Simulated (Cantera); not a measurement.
Input: 1 mol Fe2O3, 0.66 mol SO3, 7.3 mol CO2, at 1 atm.

Cantera equilibrium calculation (NASA polynomials, part measured and part estimated; ideal gas, pure solids and liquids). Candidate condensed phases: C, Fe, Fe(CO)5, FeO, FeS, FeSO4, FeS2, Fe2O3, Fe2(SO4)3, Fe3O4, S; 25 gas species. Equilibrium is a limit: real reactors are often held back by kinetics, nucleation or transport.

x: gas mole fraction; n: condensed amount in mol.

```csv
T (°C),x CO2,x SO2,x O2,x SO3,n Fe2O3(s),n Fe3O4(s)
1202,0.881,0.0790,0.0395,?,1.00,0
1252,0.881,0.0791,0.0396,?,1.00,0
1302,0.881,0.0792,0.0396,0.000412,1.00,0
1352,0.863,0.0777,0.0586,0.000393,0,0.667
1402,0.863,0.0777,0.0587,?,0,0.667
1452,0.863,0.0778,0.0588,?,0,0.667
1502,0.863,0.0778,0.0589,?,0,0.667
```

**Question.** What belongs in the gaps?

**Answer.** 
- 1202, x SO3: 0.000672
- 1252, x SO3: 0.000522
- 1402, x SO3: 0.000319
- 1452, x SO3: 0.000262
- 1502, x SO3: 0.000218
